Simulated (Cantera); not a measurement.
**Premixed flame**

A freely propagating, adiabatic, planar premixed flame of 16.6 % CO, 6.46 % H2, 0.862 % CH4, 16.0 % O2, 60.0 % N2, 0.129 % H2O, equivalence ratio 0.83, unburnt at 498 K and 0.133 bar; mixture-averaged transport, grid criteria slope 0.08 and curve 0.16, no radiation.

Detailed kinetics in Cantera: GRI-Mech 3.0 (53 species, 325 reactions). Burning velocities carry a grid error of a few per cent, more on coarse grids.

```csv
z (mm),T (K),u (m/s),x CO,x H2,x CH4,x NO,x HO2,x C2H6
-18.1,498,1.85,0.166,0.0646,0.00862,<1e-8,<1e-8,<1e-8
-12.1,498,1.85,0.166,0.0646,0.00862,<1e-8,<1e-8,<1e-8
-9.05,498,1.85,0.166,0.0646,0.00862,<1e-8,<1e-8,<1e-8
-6.04,498,1.85,0.166,0.0646,0.00862,<1e-8,2.95e-7,<1e-8
-3.02,508,1.88,0.166,0.0625,0.00863,<1e-8,6.90e-5,6.27e-8
-1.51,654,2.40,0.162,0.0533,0.00833,<1e-8,4.46e-5,7.66e-7
0,1045,3.81,0.146,0.0282,0.00245,2.83e-7,1.70e-5,2.80e-7
1.51,1298,4.68,0.108,0.00922,1.03e-5,2.21e-6,6.51e-6,<1e-8
3.02,1427,5.08,0.0792,0.00794,1.02e-8,5.45e-6,4.27e-6,<1e-8
6.04,1564,5.50,0.0596,0.00875,<1e-8,1.19e-5,2.97e-6,<1e-8
12.1,1696,5.91,0.0565,0.00832,<1e-8,2.10e-5,2.30e-6,<1e-8
24.1,1832,6.32,0.0537,0.00716,<1e-8,3.27e-5,1.72e-6,<1e-8
48.3,1962,6.70,0.0478,0.00574,<1e-8,5.34e-5,1.22e-6,<1e-8
```
x: mole fraction of selected species; z is measured from the peak of heat release.

| Quantity | Value |
|---|---|
| laminar burning velocity | 185 cm/s |
| thermal thickness | 6.04 mm |
| peak x(HO2) | 7.36e-5 |
| peak x(C2H6) | 1.18e-6 |
| grid points | 191 |
